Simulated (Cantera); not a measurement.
# Adiabatic ignition

An adiabatic, constant-volume homogeneous reactor starts with 1.71 % CH₄, 0.258 % C₂H₆, 3.73 % C₃H₈, 19.8 % O₂, 74.5 % N₂, equivalence ratio 1.2, at 1750 K and 0.898 atm.

Computed with Cantera and GRI-Mech 3.0 (53 species, 325 reactions). GRI-Mech 3.0 was tuned for natural gas; its chemistry of propane as a main component is partial and can be far from experiment. Above 3000 K some thermodynamic fits are extrapolated.

| t (s) | T (K) | P (bar) | x CH₄ | x C₂H₆ | x C₃H₈ | x H₂O₂ | x O₂ |
|---|---|---|---|---|---|---|---|
| 7.00e-6 | 1715 | 0.912 | 0.0166 | 0.00287 | 0.0206 | 1.33e-5 | 0.187 |
| 2.29e-5 | 2867 | 1.71 | <1e-12 | <1e-12 | <1e-12 | 2.23e-7 | 0.0216 |
| 7.52e-5 | 3003 | 1.78 | <1e-12 | <1e-12 | <1e-12 | 3.34e-7 | 0.0187 |
| 0.000246 | 3019 | 1.78 | <1e-12 | <1e-12 | <1e-12 | 3.44e-7 | 0.0167 |
| 0.000807 | 3014 | 1.78 | <1e-12 | <1e-12 | <1e-12 | 3.31e-7 | 0.0156 |
| 0.00265 | 3014 | 1.78 | <1e-12 | <1e-12 | <1e-12 | 3.31e-7 | 0.0156 |
| 0.00867 | 3014 | 1.78 | <1e-12 | <1e-12 | <1e-12 | 3.31e-7 | 0.0156 |
| 0.0284 | 3014 | 1.78 | <1e-12 | <1e-12 | <1e-12 | 3.31e-7 | 0.0156 |
| 0.0931 | 3014 | 1.78 | <1e-12 | <1e-12 | <1e-12 | 3.31e-7 | 0.0156 |
| 0.305 | 3014 | 1.78 | <1e-12 | <1e-12 | <1e-12 | 3.31e-7 | 0.0156 |
| 1.00 | 3014 | 1.78 | <1e-12 | <1e-12 | <1e-12 | 3.31e-7 | 0.0156 |
x: mole fraction; the columns are a selection and need not sum to one.

| Quantity | Value |
|---|---|
| time of steepest temperature rise | 17.1 µs |
| temperature at 1.00 s | 3014 K |
| equilibrium temperature | 3014 K |
| x(CH₄) at 1.00 s | <1e-12 (gas-phase equilibrium <1e-12) |
| x(C₂H₆) at 1.00 s | <1e-12 (gas-phase equilibrium <1e-12) |
| x(C₃H₈) at 1.00 s | <1e-12 (gas-phase equilibrium <1e-12) |
